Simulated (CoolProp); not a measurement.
A simple Rankine cycle with R22: condensing at 300.15 K, boiler at 2.62 MPa, turbine inlet 376.8 K, turbine efficiency 0.85, pump efficiency 0.8, no recuperator. Each further row changes one setting.

Values from CoolProp's reference Helmholtz-energy equation of state, Kamei 1995.

```tsv
case	thermal efficiency (%)	net work (kJ/kg)	heat in (kJ/kg)	turbine exit temperature (K)	volume ratio over the turbine
as stated	8.5	19.3	226	331.3	2.28
turbine inlet 396.8 K	8.7	21.3	245	351.9	2.26
condensing temperature 292.15 K	10.2	24.1	236	321.1	2.79
boiler pressure 1.83 MPa	5.3	12.6	235	351.4	1.61
turbine efficiency 0.75	7.4	16.8	226	334.3	2.31
```
